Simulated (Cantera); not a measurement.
A closed system holds: 1 mol BF₃, 1.1 mol NH₃, 0.7 mol N₂, at 1077 °C and 1.13 Torr.

Cantera equilibrium calculation (NASA polynomials, part measured and part estimated; ideal gas, pure solids and liquids). Candidate condensed phases: B, BN; 31 gas species. The tables' values for BF₂ are old estimates; treat these amounts as uncertain. Rates play no part.

Base state: H₂ 0.408, N₂ 0.316, BF₃ 0.246, HF 0.0279, BHF₂ 0.000928, BF₂ 0.000702, H 3.93e-5, BF 1.03e-5 (mole fractions); condensed: BN(s).

### Question
What changes in the equilibrium state with this change: BF₃ replaced by borazine?

### Answer
| species | before | after |
|---|---|---|
| H₂ | 0.408 | 0.788 |
| N₂ | 0.316 | 0.212 |
| H | 3.93e-5 | 5.46e-5 |
| BF₃ | 0.246 | 0 |
| HF | 0.0279 | 0 |
| BHF₂ | 0.000928 | 0 |
| BF₂ | 0.000702 | 0 |
| BF | 1.03e-5 | 0 |
| BN(s), mol | 0.0341 | 3.00 |
The feed counts by its element totals alone.
